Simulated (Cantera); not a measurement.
Cantera with NASA thermochemical tables; ideal gases at 1 bar, condensed phases pure. Values are per mole of reaction as written; species without (g) are pure solids or liquids, kept so even where they would boil at 1 bar.

2 H2O(g) + Nb ⇌ 4 H(g) + NbO2

```csv
T (K),ΔH° (kJ),ΔS° (J/K),ΔG° (kJ),log10 K,condensed phases
300,560.8,99.6,530.9,-92.44,"Nb(s), NbO2(s)"
1123,610.9,176.1,413.1,-19.22,"Nb(s), NbO2(s)"
1323,621.5,184.8,377.0,-14.88,"Nb(s), NbO2(s)"
1523,630.2,190.9,339.4,-11.64,"Nb(s), NbO2(s)"
1723,(withheld),(withheld),(withheld),(withheld),"Nb(s), NbO2(s)"
1923,644.5,199.4,261.2,-7.09,"Nb(s), NbO2(s)"
2123,(withheld),(withheld),(withheld),(withheld),"Nb(s), NbO2(s)"
2323,748.9,247.5,174.0,-3.91,"Nb(s), NbO2(l)"
```

### Question
Fill in the missing entries.

### Answer

- 1723, ΔH° (kJ): 637.8
- 1723, ΔS° (J/K): 195.7
- 1723, ΔG° (kJ): 300.7
- 1723, log10 K: -9.12
- 2123, ΔH° (kJ): 650.3
- 2123, ΔS° (J/K): 202.2
- 2123, ΔG° (kJ): 221.0
- 2123, log10 K: -5.44
